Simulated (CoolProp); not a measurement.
Computed with CoolProp (reference Helmholtz-energy equation of state, Pan 2012).

For R236FA, give the phase and the density (kg/m³), cp (kJ/(kg K)), speed of sound (m/s), Joule-Thomson coefficient (K/MPa) at 400 K and 37.8 bar.


- 400 K and 37.8 bar: supercritical; density 819, cp 2.42, speed of sound 124, Joule-Thomson coefficient 4.02
